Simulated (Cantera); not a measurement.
Input: 1 mol Si₃N₄, 0.0041 mol Si, 1.8 mol H₂.

Method: chemical equilibrium by Gibbs-energy minimisation in Cantera with the NASA 1993 tables (ideal gas, pure condensed phases). Candidate condensed phases: Si, Si₃N₄; 18 gas species. Mutual solubility and eutectic melting of coexisting phases are not modelled. Equilibrium is a limit: real reactors are often held back by kinetics, nucleation or transport.

What condenses at these points (T in °C, P in Pa): (2575, 1000000); (2375, 250000); (1675, 4); (1475, 16000); (2575, 1); (2375, 63)?


```
T (°C)  P in Pa  condensed phases  Si condensed (%)
------  -------  ----------------  ----------------
2575    1000000                Si              98.7
2375     250000                Si              98.8
1675          4          gas only               0.0
1475      16000        Si + Si₃N₄             100.0
2575          1          gas only               0.0
2375         63          gas only               0.0
```
